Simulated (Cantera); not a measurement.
## HgO + O₂ + H₂ (iron carbonyl, mercury and lead vapours)

Input: 1 mol HgO, 0.054 mol O₂, 1.2 mol H₂, at 523.15 K and 430 Pa.

Equilibrium computed with Cantera from the NASA thermochemical tables; the gas is ideal and each condensed phase is pure. Candidate condensed phases: H₂O, Hg, HgO; 10 gas species. The numbers say what is thermodynamically allowed, not how fast it happens.

```json
{
  "x(H₂O)": "0.504",
  "x(Hg)": "0.455",
  "x(H₂)": "0.0418",
  "gas_amount": "2.200 mol",
  "log10 activity of Hg(l) (absent)": "-1.70"
}
```
